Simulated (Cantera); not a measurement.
A Cantera script and what it prints.

```python
import numpy as np
import cantera as ct

gas_names = """
    Fe2CL6 CL2
""".split()
cond_names = """
    FeCL2(s) FeCL2(L)
""".split()


# ... load() reads the species with a 1 bar reference pressure and builds the phases ...
species = {s.name: s for s in load("nasa_gas.yaml", gas_names) + load("nasa_condensed.yaml", cond_names)}
# Each term lists the table entries of one substance; the one whose range holds T is used.
reactions = {
    'Fe2Cl6(g) = 2 FeCl2 + Cl2(g)':
        [(-1, ['Fe2CL6']), (2, ['FeCL2(s)', 'FeCL2(L)']), (1, ['CL2'])],
}


def pick(names, T):
    return next(species[n] for n in names if species[n].thermo.min_temp <= T <= species[n].thermo.max_temp)


results = []
for label, terms in reactions.items():
    print(label)
    print("     T/K   dH/kJ  dS/(J/K)   dG/kJ   log10 K")
    for T in [300, 400, 500, 600, 700, 800, 900, 1000, 1100, 1200, 1300, 1400]:
        used = [(nu, pick(names, T)) for nu, names in terms]
        dH = sum(nu * s.thermo.h(T) for nu, s in used) / 1e6
        dS = sum(nu * s.thermo.s(T) for nu, s in used) / 1e3
        dG = dH - T * dS / 1e3
        logK = -dG * 1e6 / (ct.gas_constant * T * np.log(10))
        results.append((label, T, dH, dS, dG, logK, [s.name for _, s in used]))
        print(f"{T:8g} {dH:8.1f} {dS:8.1f} {dG:8.1f} {logK:8.2f}")
```

Output:

```
Fe2Cl6(g) = 2 FeCl2 + Cl2(g)
     T/K   dH/kJ  dS/(J/K)   dG/kJ   log10 K
     300    -29.3    -77.9     -5.9     1.03
     400    -27.8    -73.6      1.7    -0.22
     500    -26.0    -69.5      8.8    -0.92
     600    -23.8    -65.7     15.6    -1.35
     700    -21.5    -62.0     21.9    -1.64
     800    -18.9    -58.6     28.0    -1.83
     900    -16.1    -55.3     33.7    -1.95
    1000     74.3     39.8     34.5    -1.80
    1100     80.3     45.5     30.2    -1.43
    1200     86.2     50.7     25.4    -1.11
    1300     92.2     55.5     20.1    -0.81
    1400     98.2     59.9     14.3    -0.53
```

Cantera with NASA thermochemical tables; ideal gases at 1 bar, condensed phases pure. Condensed species are held in their standard states even where they would react or evaporate.
